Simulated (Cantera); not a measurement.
A closed system holds: 1 mol Ca(OH)₂, 0.95 mol CO₂, 1.3 mol H₂O, 0.14 mol C, held at 0.100 bar.

These are equilibrium values from Cantera (NASA tables, ideal gas, pure condensed phases), not measurements of a reactor. Candidate condensed phases: C, C₆H₆, C₇H₈, C₈H₁₈, Ca, CaCO₃, CaO, Ca(OH)₂, H₂O; 115 gas species. The numbers say what is thermodynamically allowed, not how fast it happens. All values below are at 950 °C.

Base state: H₂O 0.629, CO₂ 0.288, H₂ 0.0495, CO 0.0331 (mole fractions); condensed: CaO(s).

Q: What changes in the equilibrium state with this change: H₂O from 1.3 to 4.2 mol?

A: 
```csv
species,before,after
H₂O,0.629,0.792
CO₂,0.288,0.163
H₂,0.0495,0.0342
CO,0.0331,0.0103
"CaO(s), mol",1.00,1.00
```
